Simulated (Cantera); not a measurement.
A closed system holds: 1 mol B2H6, 0.06 mol O2, 130 mol H2, at 0.133 bar.

Cantera equilibrium calculation (NASA polynomials, part measured and part estimated; ideal gas, pure solids and liquids). Candidate condensed phases: B, B2O3, B3O3H3, H2O; 23 gas species. The feed counts by its element totals alone. The tables' values for BH2 are old estimates; treat these amounts as uncertain. Gases not in the tables: B2H6 and higher boranes. The numbers say what is thermodynamically allowed, not how fast it happens.

x: gas mole fraction; n: condensed amount in mol.

```
T (K)   x H2       x H     x BH2     x HBO  x B3O3H3      x BO      x B  n B(s)
-----  -----  --------  --------  --------  --------  --------  -------  ------
923    1.000  6.70e-10  5.57e-10   1.61e-7  0.000301    <1e-12   <1e-12    1.88
1073   1.000   3.84e-8   1.98e-8   6.93e-6  0.000298  1.55e-11   <1e-12    1.88
1223   1.000   8.23e-7   2.90e-7  0.000112  0.000263   3.87e-9   <1e-12    1.88
1373   0.999   9.12e-6   2.35e-6  0.000663   7.32e-5   1.92e-7   <1e-12    1.88
1523   0.999         …   1.25e-5  0.000882         …         …        …    1.88
1673   0.999         …   4.90e-5  0.000886         …         …        …    1.87
1823   0.998   0.00119  0.000153  0.000876  3.20e-10   1.81e-5  3.93e-8    1.86
1973   0.995   0.00369  0.000398  0.000848  1.41e-11   4.68e-5  6.34e-7    1.83
2123   0.988   0.00977  0.000899  0.000791    <1e-12  0.000101  6.87e-6    1.76
2273   0.975    0.0227   0.00180  0.000698    <1e-12  0.000186  5.40e-5    1.62
```

Q: Fill in the missing entries.

A: 
- 1673, x H: 0.000312
- 1673, x B3O3H3: 1.19e-8
- 1673, x BO: 5.72e-6
- 1673, x B: 1.47e-9
- 1523, x H: 6.33e-5
- 1523, x B3O3H3: 8.77e-7
- 1523, x BO: 1.41e-6
- 1523, x B: 2.85e-11
